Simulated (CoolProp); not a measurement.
Vapour-liquid equilibrium of R125 (1) + R245fa (2) at 11.1 kPa; x and y are mole fractions of (1).

Computed with CoolProp (multi-fluid Helmholtz-energy mixture model, Lemmon 2005 and Akasaka 2015; pair parameters Bell 2016).

Problem. Give the bubble temperature and the first vapour's composition at x = 0.125, 0.2, 0.575. Is there an azeotrope?

Solution. x = 0.125: -57.1 °C, y = 0.866; x = 0.2: -63.7 °C, y = 0.929; x = 0.575: -77.6 °C, y = 0.989. No azeotrope shows between x = 0.05 and 0.95.

The pair parameters rest on a limited set of measurements; away from them the model extrapolates.
